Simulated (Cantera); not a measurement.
**Thermodynamics of boron, boron nitride and boron oxide, feed B₂H₆ + H₂O**

Input: 1 mol B₂H₆, 1.1 mol H₂O, equilibrated at 1.33 mbar.

Method: chemical equilibrium by Gibbs-energy minimisation in Cantera with the NASA 1993 tables (ideal gas, pure condensed phases). Candidate condensed phases: B, B₂O₃, B₃O₃H₃, H₂O; 23 gas species. The feed counts by its element totals alone. Mutual solubility and eutectic melting of coexisting phases are not modelled. Kinetics and transport are ignored.

```csv
T (K),log p H₂,log p HBO,log p B₂O₂,log p B₂O₃,log p HBO₂,log p B₃O₃H₃,log p H,n B(s),n B₂O₃(l)
800,-2.88,-10.23,<-14,<-14,-13.25,-6.69,-12.98,1.27,0.366
900,-2.88,-8.70,-12.44,-13.80,-11.35,-6.59,-11.37,1.27,0.366
1000,-2.88,-7.48,-10.31,-11.47,-9.86,-6.53,-10.08,1.27,0.366
1100,-2.88,-6.49,-8.58,-9.59,-8.65,-6.49,-9.03,1.27,0.365
1200,-2.88,-5.67,-7.14,-8.04,-7.65,-6.48,-8.14,1.26,0.363
1300,-2.88,-4.98,-5.93,-6.73,-6.81,-6.48,-7.40,1.25,0.352
1400,-2.89,-4.40,-4.91,-5.62,-6.11,-6.50,-6.76,1.20,0.288
```
log p: log10 of the partial pressure in bar; n: condensed amount in mol.

From 800 K to 1400 K the condensed part is B(s) + B₂O₃(l). The main B-bearing gas is B₃O₃H₃ at 800 K and HBO at 1400 K.
